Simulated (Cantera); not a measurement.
A Cantera script and what it prints.

```python
import numpy as np
import cantera as ct

gas_names = """
    CL CL2 H HCL H2 Si SiCL SiCL2 SiCL3 SiCL4 SiH SiHCL3 SiH2 SiH2CL2 SiH3 SiH3CL SiH4 Si2 Si3
""".split()
cond_names = """
    Si(cr) Si(L)
""".split()


def load(file, names, dense=False):
    # The tables refer to 1 bar. Condensed volumes are neglected.
    table = {s.name: s for s in ct.Species.list_from_file(file)}
    out = []
    for n in names:
        d = dict(table[n].input_data)
        d["thermo"] = dict(d["thermo"], **{"reference-pressure": 1e5})
        if dense:
            d["equation-of-state"] = {"model": "constant-volume", "density": "1e6 g/cm^3"}
        out.append(ct.Species.from_dict(d))
    return out


gas = ct.Solution(thermo="ideal-gas", species=load("nasa_gas.yaml", gas_names))
cond = {s.name: ct.Solution(thermo="fixed-stoichiometry", species=[s], name=s.name)
        for s in load("nasa_condensed.yaml", cond_names, dense=True)}
atoms = {
    'SiH2Cl2': {'Si': 1, 'H': 2, 'CL': 2},
    'Cl2': {'CL': 2},
    'H2': {'H': 2},
}
top_T = {}  # K; cautious upper limits of use, not melting points


def equilibrate(T, P, feed):
    n = {}
    for name, mol in feed.items():
        for a, k in atoms[name].items():
            n[a] = n.get(a, 0.0) + k * mol
    gas.TPX = T, P, n
    mass = sum(n.values()) * gas.mean_molecular_weight
    gas.equilibrate("TP")
    valid = [c for c in cond.values() if c.min_temp <= T <= top_T.get(c.name, c.max_temp)]
    mix = ct.Mixture([(gas, mass / gas.mean_molecular_weight)] + [(c, 0.0) for c in valid])
    mix.T, mix.P = T, P
    mix.equilibrate("TP", solver="vcs", rtol=1e-11, max_steps=5000)
    return mix


results = []
feed = {'SiH2Cl2': 1, 'Cl2': 0.02, 'H2': 340}  # mol
T = 850  # K
P = 133.322  # Pa
mix = equilibrate(T, P, feed)
results.append((T, P, feed, dict(zip(mix.species_names, mix.species_moles))))
x = sorted(zip(gas.X, gas.species_names), reverse=True)
print(f"T = {T:g} K  P = {P:g} Pa  gas = {mix.phase_moles(0):.4g} mol")
print("   x: " + "  ".join(f"{s} {v:.3e}" for v, s in x if v > 1e-06))
print("   condensed (mol): " + ("  ".join(f"{mix.phase(i).name} {mix.phase_moles(i):.4g}"
      for i in range(1, mix.n_phases) if mix.phase_moles(i) > 1e-12) or "none"))
```

Result:

```
T = 850 K  P = 133.322 Pa  gas = 341.8 mol
   x: H2 9.957e-01  HCL 3.595e-03  SiCL4 4.271e-04  SiHCL3 1.963e-04  SiCL2 1.545e-05  SiCL3 9.642e-06  SiH2CL2 7.933e-06
   condensed (mol): Si(cr) 0.7756
```

These are equilibrium values from Cantera (NASA tables, ideal gas, pure condensed phases), not measurements of a reactor.
